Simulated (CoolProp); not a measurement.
Octamethyltrisiloxane (MDM) along the isobar 0.101 MPa: fugacity coefficient from the reference equation and from simpler models built on Tc = 565.4 K, pc = 1.438 MPa, ω = 0.528; each cubic takes its own stable root.

The numbers come from the reference Helmholtz-energy equation of state, Thol 2017 in CoolProp.

| T (K) | phase | reference | van der Waals | Redlich-Kwong | Peng-Robinson |
|---|---|---|---|---|---|
| 371.5 | liquid | 0.1835 | 0.9448 | 0.6763 | 0.1880 |
| 394.6 | liquid | 0.3975 | 0.9518 | 0.9352 | 0.4000 |
| 417.6 | liquid | 0.7622 | 0.9576 | 0.9444 | 0.7599 |
| 440.7 | gas | 0.9398 | 0.9625 | 0.9520 | 0.9399 |
| 463.8 | gas | 0.9504 | 0.9667 | 0.9583 | 0.9488 |
| 486.9 | gas | 0.9587 | 0.9703 | 0.9636 | 0.9561 |
| 509.9 | gas | 0.9653 | 0.9733 | 0.9680 | 0.9623 |
| 533 | gas | 0.9707 | 0.9760 | 0.9718 | 0.9675 |
| 556.1 | gas | 0.9751 | 0.9783 | 0.9750 | 0.9719 |

At some of these states van der Waals, Redlich-Kwong gives the other phase, because its saturation line lies elsewhere.
